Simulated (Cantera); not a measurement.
Input (Python, Cantera):

```python
import numpy as np
import cantera as ct

gas = ct.Solution("gri30.yaml")
gas.TPX = 1400, 1333, {'H2': 0.082, 'O2': 1, 'N2': 1.5}
reactor = ct.IdealGasConstPressureReactor(gas, energy="off", clone=False)
net = ct.ReactorNet([reactor])
net.rtol, net.atol = 1e-08, 1e-18
show = ['H2', 'O2', 'N2O', 'H', 'O', 'H2O2']
times = np.geomspace(2e-06, 7, 15)

steps = ct.SolutionArray(gas, extra=["t"])
rows = []
print(f"{'t/s':>10s}{'T/K':>9s}{'P/Pa':>11s}" + "".join(f"{s:>11s}" for s in show))
for t in times:
    while net.time < t:
        t_next = net.step()
        steps.append(gas.state, t=t_next)
    rows.append([np.interp(t, steps.t, y) for y in (steps.T, steps.P, *steps(*show).X.T)])
    print(f"{t:10.3e}{rows[-1][0]:9.1f}{rows[-1][1]:11.4g}" + "".join(f"{x:11.3e}" for x in rows[-1][2:]))
rate = np.gradient(steps.T, steps.t)
print("integrator steps:", len(steps.t))
if steps.T.max() > steps.T[0] + 200:
    print(f"time of steepest temperature rise: {steps.t[rate.argmax()]:.4e} s")
gas.TPX = 1400, 1333, {'H2': 0.082, 'O2': 1, 'N2': 1.5}
gas.equilibrate("TP")
print(f"equilibrium (TP): T = {gas.T:.1f} K  " + "  ".join(f"{s} {gas[s].X[0]:.3e}" for s in show))
```

Output:

```
       t/s      T/K       P/Pa         H2         O2        N2O          H          O       H2O2
 2.000e-06   1400.0       1333  3.176e-02  3.873e-01  1.815e-16  5.639e-10  1.134e-11  6.774e-15
 5.868e-06   1400.0       1333  3.176e-02  3.873e-01  5.369e-16  1.595e-09  9.451e-11  5.813e-14
 1.721e-05   1400.0       1333  3.176e-02  3.873e-01  1.614e-15  4.260e-09  7.467e-10  4.973e-13
 5.050e-05   1400.0       1333  3.176e-02  3.873e-01  5.077e-15  1.042e-08  5.284e-09  4.233e-12
 1.482e-04   1400.0       1333  3.176e-02  3.873e-01  1.793e-14  2.951e-08  3.466e-08  3.534e-11
 4.347e-04   1400.0       1333  3.176e-02  3.873e-01  8.218e-14  2.449e-07  4.127e-07  2.789e-10
 1.275e-03   1400.0       1333  3.148e-02  3.871e-01  2.519e-12  6.934e-05  1.222e-04  1.961e-09
 3.742e-03   1400.0       1333  8.168e-04  3.617e-01  3.004e-09  5.092e-03  2.107e-02  2.943e-08
 1.098e-02   1400.0       1333  7.294e-04  3.623e-01  7.233e-09  4.688e-03  2.038e-02  2.812e-08
 3.221e-02   1400.0       1333  6.533e-04  3.640e-01  7.978e-09  3.894e-03  1.793e-02  2.770e-08
 9.449e-02   1400.0       1333  4.776e-04  3.678e-01  9.022e-09  2.336e-03  1.265e-02  2.595e-08
 2.772e-01   1400.0       1333  2.174e-04  3.730e-01  1.176e-08  6.823e-04  5.517e-03  2.013e-08
 8.133e-01   1400.0       1333  5.109e-05  3.762e-01  1.673e-08  7.548e-05  1.265e-03  1.042e-08
 2.386e+00   1400.0       1333  8.353e-06  3.771e-01  2.057e-08  4.946e-06  2.050e-04  3.617e-09
 7.000e+00   1400.0       1333  1.467e-06  3.773e-01  1.825e-08  3.637e-07  3.594e-05  1.059e-09
integrator steps: 1275
equilibrium (TP): T = 1400.0 K  H2 2.069e-07  O2 3.770e-01  N2O 5.353e-09  H 1.929e-08  O 5.065e-06  H2O2 2.556e-10
```

Model: GRI-Mech 3.0 (53 species, 325 reactions), integrated in Cantera. Radical loss at walls, strong at low pressure, is not modelled.
